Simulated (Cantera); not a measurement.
What does this Cantera script print?

```python
import numpy as np
import cantera as ct

gas_names = """
    C CH CH2 CH3 CH2OH CH3O CH4 CH3OH CN CO CO2 COOH C2 C2H CHCO,ketyl C2H2,acetylene C2H2,vinylidene
    CH2CO,ketene C2H3,vinyl CH3CN CH3CO,acetyl C2H4 C2H4O,ethylen CH3CHO,ethanal CH3COOH (HCOOH)2 C2H5
    C2H6 CH3OCH3 C2H5OH CCN CNC C2N2 C2O C3 C3H3,propargyl C3H4,allene C3H4,propyne C3H4,cyclo-
    C3H5,allyl C3H6,propylene C3H6,cyclo- C3H6O C3H7,n-propyl C3H7,i-propyl C3H8 C3H8O,1propanol
    C3H8O,2propanol C3O2 C4 C4H2 C4H4,1,3-cyclo- C4H6,butadiene C4H6,2-butyne C4H6,cyclo- C4H8,1-butene
    C4H8,cis2-buten C4H8,tr2-butene C4H8,isobutene C4H8,cyclo- (CH3COOH)2 C4H9,n-butyl C4H9,i-butyl
    C4H9,s-butyl C4H9,t-butyl C4H10,isobutane C4H10,n-butane C4N2 C5 C5H6,1,3cyclo- C5H8,cyclo-
    C5H10,1-pentene C5H10,cyclo- C5H11,pentyl C5H11,t-pentyl C5H12,n-pentane C5H12,i-pentane
    CH3C(CH3)2CH3 C6H2 C6H5,phenyl C6H5O,phenoxy C6H6 C6H5OH,phenol C6H10,cyclo- C6H12,1-hexene
    C6H12,cyclo- C6H13,n-hexyl C7H7,benzyl C7H8 C7H8O,cresol C7H14,1-heptene C7H15,n-heptyl
    C7H16,n-heptane C8H8,styrene C8H10,ethylbenz C8H16,1-octene C8H17,n-octyl C8H18,isooctane
    C8H18,n-octane C9H19,n-nonyl C10H8,naphthale C10H21,n-decyl C12H9,o-bipheny C12H10,bipheny H HCN HCO
    HCCN HNC HNCO HNO HNO2 HNO3 HO2 H2 HCHO,formaldehy HCOOH H2O H2O2 N NCO NH NH2 NH3 NH2OH NO NO2 NO3
    N2 N2H2 N2H4 N2O O OH O2 O3
""".split()
cond_names = """
    C(gr) C6H6(L) C7H8(L) C8H18(L),n-octa H2O(s) H2O(L)
""".split()


def load(file, names, dense=False):
    # The tables refer to 1 bar. Condensed volumes are neglected.
    table = {s.name: s for s in ct.Species.list_from_file(file)}
    out = []
    for n in names:
        d = dict(table[n].input_data)
        d["thermo"] = dict(d["thermo"], **{"reference-pressure": 1e5})
        if dense:
            d["equation-of-state"] = {"model": "constant-volume", "density": "1e6 g/cm^3"}
        out.append(ct.Species.from_dict(d))
    return out


gas = ct.Solution(thermo="ideal-gas", species=load("nasa_gas.yaml", gas_names))
cond = {s.name: ct.Solution(thermo="fixed-stoichiometry", species=[s], name=s.name)
        for s in load("nasa_condensed.yaml", cond_names, dense=True)}
atoms = {
    'C2H2': {'C': 2, 'H': 2},
    'CO2': {'C': 1, 'O': 2},
    'N2': {'N': 2},
}
top_T = {'C(gr)': 4500}  # K; cautious upper limits of use, not melting points


def equilibrate(T, P, feed):
    n = {}
    for name, mol in feed.items():
        for a, k in atoms[name].items():
            n[a] = n.get(a, 0.0) + k * mol
    gas.TPX = T, P, n
    mass = sum(n.values()) * gas.mean_molecular_weight
    gas.equilibrate("TP")
    valid = [c for c in cond.values() if c.min_temp <= T <= top_T.get(c.name, c.max_temp)]
    mix = ct.Mixture([(gas, mass / gas.mean_molecular_weight)] + [(c, 0.0) for c in valid])
    mix.T, mix.P = T, P
    mix.equilibrate("TP", solver="vcs", rtol=1e-11, max_steps=5000)
    return mix


results = []
feed = {'C2H2': 1, 'CO2': 0.026, 'N2': 0.37}  # mol
T = 1175  # K
P = 10000  # Pa
mix = equilibrate(T, P, feed)
results.append((T, P, feed, dict(zip(mix.species_names, mix.species_moles))))
x = sorted(zip(gas.X, gas.species_names), reverse=True)
print(f"T = {T:g} K  P = {P:g} Pa  gas = {mix.phase_moles(0):.4g} mol")
print("   x: " + "  ".join(f"{s} {v:.3e}" for v, s in x if v > 0.0001))
print("   condensed (mol): " + ("  ".join(f"{mix.phase(i).name} {mix.phase_moles(i):.4g}"
      for i in range(1, mix.n_phases) if mix.phase_moles(i) > 1e-12) or "none"))
```

It prints:

```
T = 1175 K  P = 10000 Pa  gas = 1.421 mol
   x: H2 7.020e-01  N2 2.605e-01  CO 3.651e-02  CH4 9.436e-04
   condensed (mol): C(gr) 1.973
```

Cantera equilibrium calculation (NASA polynomials, part measured and part estimated; ideal gas, pure solids and liquids).
